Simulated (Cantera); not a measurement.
## Thermodynamics of hydrogen reduction and annealing atmospheres, feed CuO + H2 + H2O

Charge: 1 mol CuO, 2400 mol H2, 0.11 mol H2O, held at 82.5 Torr.

Cantera equilibrium calculation (NASA polynomials, part measured and part estimated; ideal gas, pure solids and liquids). Candidate condensed phases: Cu, CuO, Cu(OH)2, Cu2O, H2O; 12 gas species. Rates play no part.

From 825 K to 1275 K the condensed part is Cu(s). From 1425 K to 1575 K the condensed part is Cu(l). At 1725 K nothing is condensed.

```tsv
T (K)	log p H2	log p H	log p H2O	log p Cu	n Cu(s)	n Cu(l)
825	-0.96	-11.58	-4.29	<-12	1.00	0
975	-0.96	-9.42	-4.29	-11.25	1.00	0
1125	-0.96	-7.83	-4.29	-8.87	1.000	0
1275	-0.96	-6.61	-4.29	-7.06	0.998	0
1425	-0.96	-5.65	-4.29	-5.66	0	0.953
1575	-0.96	-4.86	-4.29	-4.56	0	0.403
1725	-0.96	-4.21	-4.29	-4.34	0	0
```
log p: log10 of the partial pressure in bar; n: condensed amount in mol.
